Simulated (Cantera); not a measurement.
A closed system holds: 1 mol Si3N4, 0.024 mol N2O, 9.2 mol N2.

Equilibrium computed with Cantera from the NASA thermochemical tables; the gas is ideal and each condensed phase is pure. Candidate condensed phases: Si, SiO2, Si2N2O, Si3N4; 16 gas species. Mutual solubility and eutectic melting of coexisting phases are not modelled. Equilibrium is a limit: real reactors are often held back by kinetics, nucleation or transport.

### Question
What condenses at these points (T in K, P in Pa): (1400, 1000000); (1525, 130000); (1550, 0.10); (1225, 18000); (1425, 18000); (1375, 0.75)?

### Answer
```json
[
 {"T (K)": "1400", "P in Pa": "1000000", "condensed phases": "Si2N2O + Si3N4", "Si condensed (%)": "100.0"},
 {"T (K)": "1525", "P in Pa": "130000", "condensed phases": "Si2N2O + Si3N4", "Si condensed (%)": "100.0"},
 {"T (K)": "1550", "P in Pa": "0.10", "condensed phases": "Si", "Si condensed (%)": "86.2"},
 {"T (K)": "1225", "P in Pa": "18000", "condensed phases": "Si2N2O + Si3N4", "Si condensed (%)": "100.0"},
 {"T (K)": "1425", "P in Pa": "18000", "condensed phases": "Si2N2O + Si3N4", "Si condensed (%)": "100.0"},
 {"T (K)": "1375", "P in Pa": "0.75", "condensed phases": "Si3N4", "Si condensed (%)": "99.2"}
]
```
